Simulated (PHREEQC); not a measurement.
A solution holds 0.0013 mol H3PO4 and 0.22 mol NH3 per kg of water, at 20 °C. Closed to the air; pH follows from the charge balance.

Equilibrium calculation in PHREEQC: ion-association model, phreeqc.dat.

Each row changes one thing in this solution. Precipitation was switched off in this run.

| case | pH | ionic strength (mol/kgw) |
|---|---|---|
| as made | 11.19 | 0.00536 |
| 0.3 mol/kgw HCl added | 1.20 | 0.300 |
| H3PO4 left out | 11.45 | 0.00203 |
| NH3 left out | 2.96 | 0.00113 |
| diluted 100-fold with water | 10.40 | 0.000215 |
| H3PO4 from 0.0013 to 0.00195 mol/kgw | 11.08 | ? |
| temperature from 20 to 25 °C | ? | 0.00533 |
| H3PO4 replaced by K3PO4 at the same molality | 11.56 | 0.00734 |

Fill in the missing entries.


- H3PO4 from 0.0013 to 0.00195 mol/kgw, ionic strength (mol/kgw): 0.00717
- temperature from 20 to 25 °C, pH: 11.03

Species that the database lacks are ignored.
